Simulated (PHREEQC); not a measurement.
1 kg of water holding 0.06 mol/kgw NaCl meets 20 L of dry gas (N2 1 by moles) at fixed total pressure, at 30 atm; fugacities by Peng-Robinson. The gases take part in no redox reaction, some water evaporates into the gas, and hydrates or a liquid gas phase aren't modelled. No solid was allowed to form.

The numbers come from PHREEQC with the ion-association model, phreeqc.dat.

```json
[
 {"T (°C)": "10", "dissolved N2 (mol/kgw)": "0.0239", "φ of N2": "0.983"},
 {"T (°C)": "20", "dissolved N2 (mol/kgw)": "(withheld)", "φ of N2": "0.987"},
 {"T (°C)": "30", "dissolved N2 (mol/kgw)": "(withheld)", "φ of N2": "0.989"},
 {"T (°C)": "40", "dissolved N2 (mol/kgw)": "(withheld)", "φ of N2": "0.992"},
 {"T (°C)": "50", "dissolved N2 (mol/kgw)": "0.0146", "φ of N2": "0.994"},
 {"T (°C)": "60", "dissolved N2 (mol/kgw)": "0.0138", "φ of N2": "0.996"},
 {"T (°C)": "70", "dissolved N2 (mol/kgw)": "(withheld)", "φ of N2": "0.998"},
 {"T (°C)": "80", "dissolved N2 (mol/kgw)": "(withheld)", "φ of N2": "1.000"},
 {"T (°C)": "90", "dissolved N2 (mol/kgw)": "0.0127", "φ of N2": "1.001"}
]
```

Q: Complete the blanks.

A: 
- 20, dissolved N2 (mol/kgw): 0.0202
- 30, dissolved N2 (mol/kgw): 0.0177
- 40, dissolved N2 (mol/kgw): 0.0159
- 70, dissolved N2 (mol/kgw): 0.0132
- 80, dissolved N2 (mol/kgw): 0.0129

At this temperature some constants are extrapolated from 25 °C, and those without enthalpy data are left unchanged.
